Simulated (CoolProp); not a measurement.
Saturation properties of sulfur hexafluoride (Tc = 318.7 K, pc = 37.55 bar, ω = 0.210).

Model: reference Helmholtz-energy equation of state, Guder 2009, in CoolProp.

```
T (K)  p (bar)  liquid cp (kJ/(kg K))  liquid viscosity (µPa s)
-----  -------  ---------------------  ------------------------
245.2    5.288                 0.9085                       295
254.2        …                 0.9431                       255
263.2    9.411                 0.9833                         …
272.2        …                  1.033                       188
281.2    15.54                      …                       160
290.1    19.47                  1.191                       136
299.1    24.17                      …                         …
308.1    29.70                  1.769                      90.5
```

Task: What belongs in the gaps?

Result: 
- 254.2, p (bar): 7.131
- 263.2, liquid viscosity (µPa s): 219
- 272.2, p (bar): 12.19
- 281.2, liquid cp (kJ/(kg K)): 1.097
- 299.1, liquid cp (kJ/(kg K)): 1.356
- 299.1, liquid viscosity (µPa s): 114

Viscosity comes from a separate model (Quiñones-Cisneros 2012).
